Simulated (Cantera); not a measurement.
# Low-pressure radical oxidation in H2/O2

A perfectly stirred reactor is fed with 0.520 % H₂, 63.4 % O₂, 36.1 % N₂, at 10.00 Torr; it is held at 1125 K, and followed from long to short residence time.

Cantera simulation using the H2/O2 subset of GRI-Mech 3.0, which has no nitrogen chemistry; the numbers are that mechanism's predictions, not measurements. Radical loss at walls, strong at low pressure, is not modelled.

| τ (s) | x H₂ | x O₂ | x HO₂ | x H₂O | x O | x OH | x H |
|---|---|---|---|---|---|---|---|
| 28 | 7.59e-6 | 0.633 | 1.30e-7 | 0.00517 | 0.000166 | 6.53e-5 | 1.73e-6 |
| 11 | 1.28e-5 | 0.632 | 1.88e-7 | 0.00515 | 0.000300 | 8.92e-5 | 4.26e-6 |
| 4.3 | 2.16e-5 | 0.632 | 2.65e-7 | 0.00512 | 0.000531 | 0.000122 | 1.03e-5 |
| 1.7 | 3.62e-5 | 0.632 | 3.62e-7 | 0.00508 | 0.000901 | 0.000164 | 2.37e-5 |
| 0.64 | 6.36e-5 | 0.631 | 4.88e-7 | 0.00500 | 0.00147 | 0.000224 | 5.27e-5 |
| 0.25 | 0.000114 | 0.631 | 6.31e-7 | 0.00489 | 0.00214 | 0.000298 | 0.000103 |
| 0.096 | 0.000218 | 0.630 | 7.97e-7 | 0.00470 | 0.00276 | 0.000396 | 0.000178 |
| 0.037 | 0.000439 | 0.630 | 9.75e-7 | 0.00437 | 0.00309 | 0.000521 | 0.000266 |
| 0.014 | 0.000923 | 0.630 | 1.14e-6 | 0.00377 | 0.00296 | 0.000660 | 0.000336 |
| 0.0056 | 0.00186 | 0.631 | 1.21e-6 | 0.00281 | 0.00232 | 0.000729 | 0.000318 |
x: mole fraction; the columns are a selection and need not sum to one.
